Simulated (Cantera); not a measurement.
A closed system holds: 1 mol CuO, 25 mol H₂, 4.9 mol N₂, held at 1698 K and 24.0 Pa.

These are equilibrium values from Cantera (NASA tables, ideal gas, pure condensed phases), not measurements of a reactor. Candidate condensed phases: Cu, CuO, Cu(OH)₂, Cu₂O, H₂O; 27 gas species. Kinetics and transport are ignored.

Base state: H₂ 0.769, N₂ 0.158, Cu 0.0322, H₂O 0.0322, H 0.00819, OH 1.76e-5 (mole fractions); condensed: gas only.

### Question
What changes in the equilibrium state with this change: pressure from 24.0 Pa to 13.3 mbar?

### Answer
```tsv
species	before	after
H₂	0.769	0.792
N₂	0.158	0.162
H₂O	0.0322	0.0330
Cu	0.0322	0.0116
H	0.00819	0.00111
OH	1.76e-5	2.39e-6
Cu₂	1.93e-6	1.39e-5
Cu(l), mol	0	0.648
```

### Question
What changes in the equilibrium state with this change: CuO replaced by V₂O₃?

### Answer
```json
[
 {"species": "H₂", "before": "0.769", "after": "0.820"},
 {"species": "N₂", "before": "0.158", "after": "0.163"},
 {"species": "H", "before": "0.00819", "after": "0.00845"},
 {"species": "Cu", "before": "0.0322", "after": "0"},
 {"species": "H₂O", "before": "0.0322", "after": "0.00791"},
 {"species": "VO₂", "before": "0", "after": "0.000218"},
 {"species": "VO", "before": "0", "after": "3.10e-5"},
 {"species": "OH", "before": "1.76e-5", "after": "4.19e-6"},
 {"species": "VO(s), mol", "before": "0", "after": "0.481"},
 {"species": "V₂O₃(s), mol", "before": "0", "after": "0.756"}
]
```
Mutual solubility and eutectic melting of coexisting phases are not modelled. VO: taken at fixed stoichiometry. Condensed phases not in the tables: the oxides between V₂O₃ and V₂O₅ other than VO₂. Further candidate phases: V, VN, VO, V₂O₃, V₂O₄, V₂O₅.
